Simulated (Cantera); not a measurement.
An isothermal, constant-pressure homogeneous reactor starts with CH4 : CO2 : H2 : H2O = 1 : 1.8 : 1.2 : 0.16 (molar parts), at 1598 K and 780000 Pa.

Model: GRI-Mech 3.0 (53 species, 325 reactions), integrated in Cantera.

Question: Predict: x(CH4) at 4.00 s; x(CO2) at 4.00 s; x(H2) at 4.00 s; x(CH2O) at 4.00 s; x(HCO) at 4.00 s; x(H) at 4.00 s.

Answer: 
| Item | Value |
|---|---|
| x(CH4) at 4.00 s | 0.0313 (gas-phase equilibrium 2.40e-5) |
| x(CO2) at 4.00 s | 0.0547 (gas-phase equilibrium 0.0382) |
| x(H2) at 4.00 s | 0.365 (gas-phase equilibrium 0.428) |
| x(CH2O) at 4.00 s | 6.49e-7 (gas-phase equilibrium 5.97e-7) |
| x(HCO) at 4.00 s | 3.95e-8 (gas-phase equilibrium 4.55e-8) |
| x(H) at 4.00 s | 1.16e-5 (gas-phase equilibrium 1.26e-5) |
